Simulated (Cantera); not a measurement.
Feed: 1 mol Al2O3, 0.44 mol H2, 0.57 mol H2O, equilibrated at 0.0420 bar.

These are equilibrium values from Cantera (NASA tables, ideal gas, pure condensed phases), not measurements of a reactor. Candidate condensed phases: Al, Al2O3, H2O; 19 gas species. Gases not in the tables: Al(OH)3. The numbers say what is thermodynamically allowed, not how fast it happens.

x: gas mole fraction; n: condensed amount in mol.

```tsv
T (°C)	x H2O	x H2	x H	x OH	x O	x O2	x AlO2H	n Al2O3(s)
902	0.564	0.436	3.95e-7	[?]	<1e-12	<1e-12	<1e-12	1.00
1052	0.564	0.436	5.27e-6	[?]	1.14e-12	<1e-12	<1e-12	1.00
1202	0.564	0.436	4.18e-5	[?]	1.19e-10	7.25e-11	3.44e-11	1.00
1352	0.564	0.435	0.000227	[?]	5.32e-9	3.14e-9	1.32e-9	1.00
1502	0.564	0.435	0.000931	[?]	1.26e-7	7.24e-8	2.70e-8	1.00
1652	0.563	0.434	0.00307	[?]	1.82e-6	1.03e-6	3.41e-7	1.00
1802	0.560	0.430	0.00852	[?]	1.80e-5	1.00e-5	2.95e-6	1.000
```

Question: What belongs in the gaps?

Answer: 
- 902, x OH: 3.56e-9
- 1052, x OH: 9.96e-8
- 1202, x OH: 1.42e-6
- 1352, x OH: 1.24e-5
- 1502, x OH: 7.52e-5
- 1652, x OH: 0.000345
- 1802, x OH: 0.00127
